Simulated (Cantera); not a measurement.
Charge: 1 mol BCl3, 27 mol N2, held at 850 K and 10.0 mbar.

Cantera equilibrium calculation (NASA polynomials, part measured and part estimated; ideal gas, pure solids and liquids). Candidate condensed phases: B, BN; 10 gas species. Equilibrium is a limit: real reactors are often held back by kinetics, nucleation or transport.

Problem. What is the equilibrium state?

Solution. 
| Item | Value |
|---|---|
| x(N2) | 0.964 |
| x(BCl3) | 0.0357 |
| gas amount | 28.00 mol |
| log10 activity of B(s) (absent) | -9.81 |
